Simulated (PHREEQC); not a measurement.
**Acid rinse or clean**

Consider water at 62 °C with 130 mmol/kgw HF, 9 mmol/kgw NaCl and 0.11 mmol/kgw CuCl2. It is in equilibrium with CO2 at log p = -3.5 (atm). Otherwise closed; pH follows from the charge balance.

All values are PHREEQC results (ion-association model, wateq4f.dat), not measurements.

No solid was allowed to form.

Predict the pH.

pH 2.14.

In which forms is F present?

HF 81 %, H2F2 11 %, F- 4.3 %, HF2- 4.0 % of the F.

wateq4f.dat counts part of the HF as a dimer, H2F2, which phreeqc.dat doesn't know; its constant is uncertain. Away from 25 °C the constants follow the database's enthalpies or fits; those with neither stay at their 25 °C values.
